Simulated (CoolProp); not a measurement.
R125 at several states: Z from the reference equation and from simpler models built on Tc = 66.0 °C, pc = 3618 kPa, ω = 0.305; each cubic takes its own stable root.

Model: reference Helmholtz-energy equation of state, Lemmon 2005, in CoolProp.

```
T (°C)  p (kPa)   phase  reference
------  -------  ------  ---------
13.95      45.4     gas     0.9923
52.55       120     gas     0.9868
-64.15     1540  liquid    0.06758
-23.75     8390  liquid     0.3334
```

### Question
How far does each simpler model (van der Waals, Redlich-Kwong, Peng-Robinson) lie from the reference over these 4 states: mean and median of the absolute difference, and the worst?

### Answer
- van der Waals: mean 31.2 %, median 29.2 %, worst +66.2 % at -64.15 °C and 1540 kPa
- Redlich-Kwong: mean 6.6 %, median 6.4 %, worst +13.5 % at -64.15 °C and 1540 kPa
- Peng-Robinson: mean 1.7 %, median 1.6 %, worst -3.7 % at -23.75 °C and 8390 kPa
